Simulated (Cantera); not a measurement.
Mixture: CH3OH : O2 : N2 = 1 : 2.24 : 8.42 (molar parts), at 30.0 bar, adiabatic and at constant volume. Ignition delay is the time to a rise of 400 K.

Model: GRI-Mech 3.0 (53 species, 325 reactions), integrated in Cantera. GRI-Mech 3.0 was tuned for natural gas; its chemistry of methanol as a main component is partial and can be far from experiment. The pressure lies above the range GRI-Mech 3.0 was tuned for (to about 10 atm).

Task: What does this change do: pressure from 30.0 bar to 1.01 bar?

Result: 
| quantity | before | after |
|---|---|---|
| delay at 1098 K | 5.08 ms | 64.0 ms |
| delay at 1198 K | 0.786 ms | 10.4 ms |
| delay at 1298 K | 0.164 ms | 2.30 ms |
| delay at 1398 K | 44.0 µs | 0.658 ms |
| delay at 1498 K | 14.7 µs | 0.234 ms |
| delay at 1598 K | 5.86 µs | 98.5 µs |
| delay at 1698 K | 2.68 µs | 47.1 µs |
| apparent activation energy between 1498 and 1698 K | 180 kJ/mol | 170 kJ/mol |
